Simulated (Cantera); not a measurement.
Charge: 1 mol CH₃OH, 0.025 mol O₂, 0.11 mol NH₃, held at 950 K and 14.3 Torr.

Cantera equilibrium calculation (NASA polynomials, part measured and part estimated; ideal gas, pure solids and liquids). Candidate condensed phases: C, C₆H₆, C₇H₈, C₈H₁₈, H₂O; 136 gas species. Kinetics and transport are ignored.

Base state: H₂ 0.663, CO 0.303, N₂ 0.0171, H₂O 0.00886, CO₂ 0.00725, CH₄ 0.000564 (mole fractions); condensed: gas only.

Question: What changes in the equilibrium state with this change: NH₃ from 0.11 to 0.56 mol?

Answer: 
```json
[
 {"species": "H₂", "before": "0.663", "after": "0.681"},
 {"species": "CO", "before": "0.303", "after": "0.238"},
 {"species": "N₂", "before": "0.0171", "after": "0.0680"},
 {"species": "CO₂", "before": "0.00725", "after": "0.00488"},
 {"species": "H₂O", "before": "0.00886", "after": "0.00781"},
 {"species": "CH₄", "before": "0.000564", "after": "0.000543"}
]
```
